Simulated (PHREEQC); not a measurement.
PHREEQC input (ion-association model, wateq4f.dat):

```
SOLUTION_MASTER_SPECIES
  An  An-  0  An  62.0  # stands for a non-complexing anion
SOLUTION_SPECIES
  An- = An-
    -log_k 0
    -gamma 3.0 0
PHASES
  Fix_H+
    H+ = H+
    -log_k 0
SOLUTION 1
  temp 25
  units mmol/kgw
  pH 7 charge
  Cl 0.92
  Zn 0.46
  Na 300
  An 300
END
SELECTED_OUTPUT 1
  -reset false
  -pH true
  -pe true
  -ionic_strength true
  -water true
  -totals Cl Na Zn
  -molalities Hfo_wOH Hfo_wOH2+ Hfo_wO- Hfo_sOH Hfo_sOH2+ Hfo_sO- Hfo_sOZn+ Hfo_wOZn+
  -saturation_indices Zn(OH)2-e Zn5(OH)8Cl2 Halite
USER_PUNCH 1
  -headings sigma psi
  10 PUNCH EDL("sigma", "Hfo"), EDL("psi", "Hfo")
PRINT
  -reset false
USE solution 1
SURFACE 1
  Hfo_wOH 0.00966292 600 4.3
  Hfo_sOH 0.000241573
EQUILIBRIUM_PHASES 1
  Fix_H+ -3 HAn 10
    -force_equality true
  O2(g) -0.68 10
END
# ... the last block is repeated for the other 12 points of pH, with NaOH or the acid as the point needs
```

Selected output (columns that matter, 13 of 13 rows; pH added in front):

```
pH	mu	Cl	Na	Zn	m_Hfo_wOH	m_Hfo_wOH2+	m_Hfo_wO-	m_Hfo_sOH	m_Hfo_sOH2+	si_Zn(OH)2-e	si_Zn5(OH)8Cl2	si_Halite	sigma	psi
3	0.30758	0.00092	0.3	0.00045998	6.3966e-05	0.0095989	9.765e-09	1.599e-06	0.00023996	-9.3872	-40.336	-5.4499	0.36798	0.12504
3.5	0.30664	0.00092	0.3	0.00045984	0.00019478	0.009468	9.1799e-08	4.8664e-06	0.00023655	-8.387	-36.334	-5.4497	0.36296	0.12442
4	0.30617	0.00092	0.3	0.00045844	0.00055043	0.0091117	7.6173e-07	1.3675e-05	0.00022638	-7.3881	-32.34	-5.4496	0.34928	0.12252
4.5	0.30565	0.00092	0.3	0.00044671	0.0013332	0.0083242	4.8918e-06	3.1577e-05	0.00019715	-6.3991	-28.395	-5.4494	0.31901	0.11799
5	0.30478	0.00092	0.3	0.00038596	0.0025888	0.0070482	2.1783e-05	4.6006e-05	0.00012526	-5.4622	-24.71	-5.4492	0.27023	0.10974
5.5	0.30366	0.00092	0.3	0.00027032	0.0040511	0.0055211	6.8095e-05	3.1317e-05	4.2681e-05	-4.6164	-21.48	-5.4489	0.21262	0.097935
6	0.30256	0.00092	0.3	0.00014993	0.0053563	0.0040523	0.00016219	1.3257e-05	1.0029e-05	-3.872	-18.758	-5.4486	0.15745	0.083479
6.5	0.30161	0.00092	0.3	4.3321e-05	0.0063068	0.002849	0.00031983	8.0907e-06	3.6549e-06	-3.4112	-17.454	-5.4483	0.1103	0.067149
7	0.30097	0.00092	0.3	7.3334e-06	0.0068997	0.0019953	0.00054658	7.5455e-06	2.182e-06	-3.1837	-17.316	-5.4482	0.071171	0.04903
7.5	0.30052	0.00092	0.3	1.0757e-06	0.0071852	0.0014136	0.00083667	7.6597e-06	1.5069e-06	-3.0224	-17.51	-5.4481	0.038765	0.029348
8	0.30078	0.00091999	0.30063	1.5967e-07	0.007237	0.0010124	0.0011851	7.6864e-06	1.0753e-06	-2.8758	-17.777	-5.4472	0.010731	0.0085307
8.5	0.30113	0.00091998	0.30135	3.0738e-08	0.0071064	0.00071909	0.0016088	7.5438e-06	7.6336e-07	-2.727	-18.033	-5.4463	-0.01611	-0.012727
9	0.30153	0.00091996	0.30213	1.4678e-08	0.0067883	0.00048957	0.0021563	7.2057e-06	5.1967e-07	-2.56	-18.198	-5.4453	-0.0452	-0.033604
```

The oxide is taken as insoluble; below pH 4 it would dissolve.
